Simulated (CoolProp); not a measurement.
Saturation properties of fluoroethane (R161) (Tc = 375.2 K, pc = 5010 kPa, ω = 0.216).

The numbers come from the reference Helmholtz-energy equation of state, Wu 2012 in CoolProp.

| T (K) | p (kPa) | vapour density (kg/m³) | enthalpy of vaporisation (kJ/kg) | liquid cp (kJ/(kg K)) | surface tension (mN/m) |
|---|---|---|---|---|---|
| 252.3 | 206.1 | 5.008 | 406.0 | 2.023 | 15.6 |
| 260.9 | 285.5 | 6.818 | 395.4 | 2.063 | 14.4 |
| 269.4 | … | 9.076 | 384.2 | 2.107 | 13.2 |
| 278 | 511.0 | 11.92 | 372.1 | 2.156 | 12.0 |
| 286.6 | … | 15.45 | 359.0 | 2.211 | 10.8 |
| 295.1 | 849.8 | 19.72 | 345.2 | 2.272 | 9.70 |
| 303.7 | 1073 | 24.99 | 330.0 | 2.340 | 8.55 |
| 312.2 | 1332 | … | … | 2.417 | … |
| 320.8 | 1640 | 39.25 | 295.8 | 2.510 | 6.31 |
| 329.4 | 1996 | 48.99 | 276.1 | 2.625 | 5.22 |
| 337.9 | 2402 | 61.04 | 254.2 | 2.781 | 4.15 |
| 346.5 | 2872 | 76.70 | 229.0 | 3.027 | 3.11 |

Question: Some entries are withheld; supply them.

Answer: 
- 269.4, p (kPa): 385.2
- 286.6, p (kPa): 665.4
- 312.2, vapour density (kg/m³): 31.36
- 312.2, enthalpy of vaporisation (kJ/kg): 313.8
- 312.2, surface tension (mN/m): 7.43

It boils at 235.6 K under 1 atm.

Surface tension comes from a separate correlation (Mulero 2012).
